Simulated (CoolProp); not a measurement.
Vapour pressure (kPa) of propylene: the reference equation beside estimates from Tc = 91.1 °C, pc = 4555 kPa, ω = 0.146.

The numbers come from the reference Helmholtz-energy equation of state, Lemmon 2013 in CoolProp.

| T (°C) | reference | Lee-Kesler | van der Waals | Soave-Redlich-Kwong | Peng-Robinson |
|---|---|---|---|---|---|
| -35.25 | 172.1 | 171.2 | 635.3 | 171.2 | 172.4 |
| -22.75 | 277.1 | 276.8 | 832.5 | 276.7 | 276.8 |
| -10.35 | 423.3 | 424.1 | 1064 | 424.2 | 422.3 |
| 2.15 | 622.5 | 624.5 | 1336 | 626.0 | 621.0 |
| 14.55 | 881.3 | 884.4 | 1646 | 889.1 | 880.1 |
| 27.05 | 1215 | 1218 | 2002 | 1228 | 1215 |
| 39.45 | 1628 | 1631 | 2399 | 1649 | 1631 |
| 51.95 | 2141 | 2142 | 2845 | 2170 | 2149 |
| 64.35 | 2758 | 2759 | 3335 | 2794 | 2773 |
| 76.85 | 3508 | 3511 | 3877 | 3543 | 3526 |

Absolute difference from the reference over all 10 rows, mean and median: Lee-Kesler 0.2 and 0.2 %, van der Waals 99.9 and 75.8 %, Soave-Redlich-Kwong 0.8 and 0.9 %, Peng-Robinson 0.3 and 0.2 %.
